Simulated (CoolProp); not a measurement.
cis-2-butene at several states: Z from the reference equation and from simpler models built on Tc = 435.8 K, pc = 42.36 bar, ω = 0.202; each cubic takes its own stable root.

Model: reference Helmholtz-energy equation of state, Lemmon 2005, in CoolProp. It is a short technical equation, of lower accuracy than the large ones.

| T (K) | p (bar) | phase | reference | van der Waals | Peng-Robinson |
|---|---|---|---|---|---|
| 381.6 | 163 | liquid | 0.5267 | 0.7665 | 0.5031 |
| 371.4 | 119 | liquid | 0.3940 | 0.5858 | 0.3782 |
| 263.4 | 0.688 | liquid | 0.002691 | 0.9844 | 0.002574 |

At some of these states van der Waals gives the other phase, because its saturation line lies elsewhere.
